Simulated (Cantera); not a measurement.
An adiabatic, constant-pressure homogeneous reactor starts with CH4 : C2H6 : O2 : N2 = 1 : 0.1 : 1.31 : 7.31 (molar parts), equivalence ratio 1.8, at 1473 K and 0.330 bar.

Cantera simulation using GRI-Mech 3.0 (53 species, 325 reactions); the numbers are that mechanism's predictions, not measurements.

### Question
Predict: time of steepest temperature rise; temperature at 0.600 s; equilibrium temperature; x(O2) at 0.600 s; x(OH) at 0.600 s; x(H2O) at 0.600 s; x(CO2) at 0.600 s.

### Answer
```json
{
  "time_of_steepest_temperature_rise": "1.29 ms",
  "temperature at 0.600 s": "2383 K",
  "equilibrium_temperature": "2383 K",
  "x(O2) at 0.600 s": "4.33e-5 (gas-phase equilibrium 4.33e-5)",
  "x(OH) at 0.600 s": "0.00164 (gas-phase equilibrium 0.00164)",
  "x(H2O) at 0.600 s": "0.111 (gas-phase equilibrium 0.111)",
  "x(CO2) at 0.600 s": "0.0181 (gas-phase equilibrium 0.0181)"
}
```
